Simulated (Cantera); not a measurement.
A Cantera script and what it prints.

```python
import numpy as np
import cantera as ct

gas_names = [...]  # 49 gases of nasa_gas.yaml made of Cl, F, H, N, Si
cond_names = """
    NH4CL(a) NH4CL(b) Si(cr) Si(L) Si3N4(a)
""".split()


# ... load() reads the species with a 1 bar reference pressure and builds the phases ...
atoms = {
    'Si3N4': {'Si': 3, 'N': 4},
    'HF': {'H': 1, 'F': 1},
    'N2': {'N': 2},
    'Cl2': {'CL': 2},
}
top_T = {'Si3N4(a)': 2400}  # K; cautious upper limits of use, not melting points


# ... equilibrate(T, P, feed) seeds the gas with the atoms and calls Mixture.equilibrate('TP', solver="vcs", rtol=1e-11, max_steps=5000) ...
results = []
feed = {'Si3N4': 1, 'HF': 25, 'N2': 0.55, 'Cl2': 0.94}  # mol
P = 1300  # Pa
for T in [700, 800, 900, 1000, 1100, 1200, 1300, 1400, 1500, 1600, 1700, 1800, 1900]:
    mix = equilibrate(T, P, feed)
    results.append((T, P, feed, dict(zip(mix.species_names, mix.species_moles))))

top = {s: max(r[3][s] / sum(r[3][g] for g in gas_names) for r in results) for s in gas_names}
cols = sorted((s for s in top if top[s] > 0.001), key=lambda s: -top[s])[:9]
seen = [c for c in cond_names if any(r[3].get(c, 0) > 1e-12 for r in results)]
print("log10 of partial pressures in bar; condensed amounts in mol")
print(f"{'T/K':>10s}" + "".join(f"{s[:9]:>10s}" for s in cols + seen))
for T, P, feed, n in results:
    ng = sum(n[g] for g in gas_names)
    print(f"{T:10.4g}" + "".join(f"{np.log10(max(n[s] / ng * P / 1e5, 1e-99)):10.3f}" for s in cols)
          + "".join(f"{n.get(c, 0):10.4g}" for c in seen))
```

It prints:

```
log10 of partial pressures in bar; condensed amounts in mol
       T/K        HF        H2      SiF4        N2       HCL      SiF3         H
       700    -2.178    -2.588    -2.815    -2.886    -3.018   -15.502   -14.891
       800    -2.178    -2.588    -2.815    -2.886    -3.018   -13.121   -12.832
       900    -2.178    -2.588    -2.815    -2.886    -3.018   -11.275   -11.226
      1000    -2.178    -2.588    -2.815    -2.886    -3.018    -9.802    -9.938
      1100    -2.178    -2.588    -2.815    -2.886    -3.018    -8.601    -8.882
      1200    -2.178    -2.588    -2.815    -2.886    -3.018    -7.603    -7.999
      1300    -2.178    -2.588    -2.815    -2.886    -3.018    -6.762    -7.250
      1400    -2.178    -2.588    -2.816    -2.886    -3.018    -6.043    -6.607
      1500    -2.178    -2.589    -2.817    -2.886    -3.018    -5.423    -6.049
      1600    -2.178    -2.590    -2.819    -2.886    -3.019    -4.885    -5.560
      1700    -2.177    -2.593    -2.827    -2.887    -3.020    -4.419    -5.128
      1800    -2.174    -2.600    -2.847    -2.888    -3.023    -4.022    -4.746
      1900    -2.169    -2.615    -2.886    -2.890    -3.028    -3.697    -4.408
```

These are equilibrium values from Cantera (NASA tables, ideal gas, pure condensed phases), not measurements of a reactor. The tables' values for SiF3, SiF2 are old estimates; treat these amounts as uncertain.
